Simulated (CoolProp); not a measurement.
A single-stage vapour-compression cycle with the fluid: evaporating at 205.15 K (dew point), condensing at 247.15 K (bubble point), superheat 2 K, subcooling 0 K, compressor efficiency 0.85, no pressure losses. The same conditions are run with several fluids, on thermodynamics alone (safety and materials aside).

Computed with CoolProp (reference Helmholtz-energy equation of state of each fluid (R13: Platzer 1990; ethane: Bücker 2006; ammonia: Gao 2020; carbonyl sulfide: Lemmon 2006; C2F6 (R116): Lemmon 2006; C3F8 (R218): Lemmon 2006)). The equations of Platzer and Polt are older, rougher fits.

| fluid | cooling COP | pressure ratio | discharge temperature (K) | refrigerating effect (kJ/kg) | volumetric capacity (kJ/m³) |
|---|---|---|---|---|---|
| R13 | 3.27 | 4.84 | 273.1 | 103 | 1310 |
| ethane | 3.32 | 4.40 | 285.1 | 349 | 1780 |
| ammonia | 3.28 | 11.5 | 393.7 | 1280 | 161 |
| carbonyl sulfide | 3.47 | 6.73 | 328.4 | 272 | 393 |
| C2F6 (R116) | 3.02 | 5.14 | 253.2 | 69.9 | 1010 |
| C3F8 (R218) | 3.23 | 8.45 | 247.1 | 76.9 | 163 |

The compression ends wet for: C3F8 (R218).
